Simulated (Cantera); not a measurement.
# Premixed flame

A freely propagating, adiabatic, planar premixed flame of CH₄ : O₂ : N₂ = 1 : 1.43 : 6.14 (molar parts), equivalence ratio 1.4, unburnt at 550 K and 93000 Pa; mixture-averaged transport, grid criteria slope 0.08 and curve 0.16, no radiation.

Detailed kinetics in Cantera: GRI-Mech 3.0 (53 species, 325 reactions). Burning velocities carry a grid error of a few per cent, more on coarse grids.

```tsv
z (mm)	T (K)	u (m/s)	x CH₄	x O₂	x C₂H₂	x C₂H₆	x C₂H₄	x CH₂CO
-2.24	551	0.425	0.116	0.166	7.46e-8	1.44e-7	1.82e-7	<1e-8
-1.50	557	0.432	0.115	0.165	9.63e-7	2.22e-6	2.43e-6	1.38e-7
-1.12	579	0.452	0.113	0.163	5.93e-6	1.59e-5	1.54e-5	1.09e-6
-0.748	694	0.549	0.103	0.153	4.97e-5	0.000163	0.000134	1.27e-5
-0.374	1113	0.899	0.0692	0.113	0.000347	0.00118	0.000929	0.000126
-0.187	1468	1.20	0.0387	0.0724	0.000802	0.00138	0.00171	0.000291
0	1791	1.48	0.0114	0.0301	0.00154	0.000241	0.00110	0.000236
0.187	1945	1.61	0.00193	0.00826	0.00115	8.18e-6	0.000148	4.80e-5
0.374	1991	1.65	0.000356	0.00202	0.000509	3.27e-7	9.88e-6	9.61e-6
0.748	2011	1.66	2.78e-5	0.000183	0.000101	<1e-8	9.38e-8	1.30e-6
1.50	2020	1.66	1.35e-6	4.47e-5	7.91e-6	<1e-8	<1e-8	9.46e-8
2.99	2027	1.67	4.87e-8	2.56e-5	2.64e-7	<1e-8	<1e-8	<1e-8
5.99	2035	1.68	<1e-8	1.20e-5	<1e-8	<1e-8	<1e-8	<1e-8
```
x: mole fraction of selected species; z is measured from the peak of heat release.

| Item | Value |
|---|---|
| laminar burning velocity | 42.3 cm/s |
| thermal thickness | 0.748 mm |
| peak x(C₂H₂) | 0.00158 |
| peak x(C₂H₆) | 0.00151 |
| peak x(C₂H₄) | 0.00177 |
| peak x(CH₂CO) | 0.000325 |
